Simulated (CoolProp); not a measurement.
Properties of ammonia along the isobar 101 kPa (Tc = 405.6 K, pc = 11360 kPa, ω = 0.256).

Model: reference Helmholtz-energy equation of state, Gao 2020, in CoolProp.

```csv
T (K),phase,density (kg/m³),Prandtl number,fugacity coefficient
256.7,gas,0.8224,0.874,0.9804
274.7,gas,0.7644,0.874,0.9854
292.6,gas,0.7151,0.875,0.9888
310.6,gas,0.6721,0.876,0.9912
328.5,gas,0.6343,0.875,0.9929
346.5,gas,0.6006,0.873,0.9942
364.4,gas,0.5705,0.869,0.9951
382.3,gas,0.5434,0.864,0.9959
400.3,gas,0.5186,0.858,0.9966
418.2,gas,0.4962,0.852,0.9971
436.2,gas,0.4755,0.846,0.9975
454.1,gas,0.4566,0.840,0.9978
472.1,gas,0.4390,0.835,0.9981
```

Viscosity comes from a separate model (Fenghour 1995). Thermal conductivity comes from a separate model (Tufeu 1984).
